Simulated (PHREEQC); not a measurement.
A solution holds 0.42 mol KH2PO4, 0.0017 mol K2HPO4 and 0.00028 mol KCl per kg of water, at 25 °C. Closed to the air; pH follows from the charge balance.

The numbers come from PHREEQC with the ion-association model, phreeqc.dat.

Question: The ionic strength comes out as 0.426 mol/kgw. What activity coefficients do H2PO4-, K+, KHPO4-, HPO4-2, Cl- get?

Answer: H2PO4- 0.70, K+ 0.65, KHPO4- 0.70, HPO4-2 0.23, Cl- 0.66.

Precipitation was switched off in this run.
